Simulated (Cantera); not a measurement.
Charge: 1 mol Si, 7.9 mol Br₂, 3.2 mol N₂, equilibrated at 1100 K and 40000 Pa.

Cantera equilibrium calculation (NASA polynomials, part measured and part estimated; ideal gas, pure solids and liquids). Candidate condensed phases: Br₂, Si, Si₃N₄; 13 gas species. Kinetics and transport are ignored.

Base state: Br₂ 0.568, N₂ 0.314, SiBr₄ 0.0980, Br 0.0200 (mole fractions); condensed: gas only.

### Question
What changes in the equilibrium state with this change: pressure from 40000 Pa to 57.0 Pa?

### Answer
```
species  before   after
-------  ------  ------
Br       0.0200   0.376
Br₂       0.568   0.286
N₂        0.314   0.257
SiBr₄    0.0980  0.0804
```
